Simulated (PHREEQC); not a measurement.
PHREEQC input (ion-association model, wateq4f.dat):

```
SOLUTION_MASTER_SPECIES
  An  An-  0  An  62.0  # stands for a non-complexing anion
SOLUTION_SPECIES
  An- = An-
    -log_k 0
    -gamma 3.0 0
PHASES
  Fix_H+
    H+ = H+
    -log_k 0
SOLUTION 1
  temp 25
  units mmol/kgw
  pH 7 charge
  S(6) 0.057
  Na 10.114
  Cl 2.26
  Pb 0.82
  Ni 0.31
  An 10
END
SELECTED_OUTPUT 1
  -reset false
  -pH true
  -pe true
  -ionic_strength true
  -water true
  -totals Cl Na Ni Pb S S(-2) S(6)
  -molalities Hfo_wOH Hfo_wOH2+ Hfo_wO- Hfo_sOH Hfo_sOH2+ Hfo_sO- Hfo_sONi+ Hfo_wONi+ Hfo_sOPb+ Hfo_wOPb+
    Hfo_wSO4- Hfo_wOHSO4-2
  -saturation_indices Litharge Anglesite Cotunnite Laurionite Larnakite Ni(OH)2 Ni4(OH)6SO4 Halite Mirabilite Morenosite
USER_PUNCH 1
  -headings sigma psi
  10 PUNCH EDL("sigma", "Hfo"), EDL("psi", "Hfo")
PRINT
  -reset false
USE solution 1
SURFACE 1
  Hfo_wOH 0.00359551 600 1.6
  Hfo_sOH 8.98876e-05
EQUILIBRIUM_PHASES 1
  Fix_H+ -3 HAn 10
    -force_equality true
  O2(g) -0.68 10
END
# ... the last block is repeated for the other 12 points of pH, with NaOH or the acid as the point needs
```

Selected output (columns that matter, 13 of 13 rows; pH added in front):

```
pH	mu	Cl	Na	Ni	Pb	S	si_Litharge	si_Anglesite	si_Cotunnite	si_Larnakite	si_Ni(OH)2	si_Ni4(OH)6SO4	si_Halite	si_Mirabilite
3	0.016027	0.00226	0.010114	0.00031	0.0007766	2.695e-09	-10.072	-4.4503	-4.0015	-9.3123	-8.53	-37.808	-6.3411	-11.875
3.5	0.014947	0.00226	0.010114	0.00031	0.00073906	3.4862e-09	-9.0875	-4.3312	-4.0132	-8.2087	-7.5236	-34.648	-6.3376	-11.737
4	0.01438	0.00226	0.010114	0.00030999	0.00072169	6.7273e-09	-8.0946	-4.044	-4.0182	-6.9286	-6.5202	-31.34	-6.3357	-11.441
4.5	0.013855	0.00226	0.010114	0.00030994	0.00066251	1.7193e-08	-7.1288	-3.6624	-4.0496	-5.5812	-5.517	-27.911	-6.3335	-11.024
5	0.012959	0.00226	0.010114	0.00030965	0.00043907	4.6354e-08	-6.3025	-3.3832	-4.2159	-4.4758	-4.5116	-24.437	-6.3284	-10.568
5.5	0.012222	0.00226	0.010359	0.0003081	0.00015706	1.2242e-07	-5.7457	-3.3773	-4.6507	-3.9129	-3.5088	-20.977	-6.3126	-10.095
6	0.012231	0.00226	0.010881	0.00029942	3.3498e-05	4.2142e-07	-5.4207	-3.5051	-5.3232	-3.7158	-2.5214	-17.48	-6.29	-9.5056
6.5	0.012274	0.00226	0.011244	0.0002549	5.8529e-06	1.7974e-06	-5.1908	-3.642	-6.0928	-3.6229	-1.5917	-14.128	-6.2756	-8.8441
7	0.012247	0.0022599	0.011649	0.00013909	1.1267e-06	7.3578e-06	-4.9428	-3.778	-6.8444	-3.5108	-0.8551	-11.565	-6.26	-8.1974
7.5	0.012256	0.0022599	0.012005	3.8074e-05	2.4334e-07	2.4666e-05	-4.7079	-4.015	-7.6094	-3.5129	-0.4193	-10.294	-6.2469	-7.6431
8	0.01234	0.0022599	0.012213	6.0935e-06	5.7412e-08	4.7551e-05	-4.5563	-4.578	-8.458	-3.9243	-0.2196	-10.21	-6.2397	-7.3432
8.5	0.012401	0.0022599	0.012322	7.7736e-07	1.6622e-08	5.5613e-05	-4.47	-5.4241	-9.372	-4.6841	-0.1258	-10.767	-6.2361	-7.2681
9	0.012446	0.0022599	0.012403	1.0114e-07	6.4266e-09	5.6832e-05	-4.406	-6.351	-10.308	-5.5469	-0.0608	-11.498	-6.2334	-7.2535
```

The oxide is taken as insoluble; below pH 4 it would dissolve.
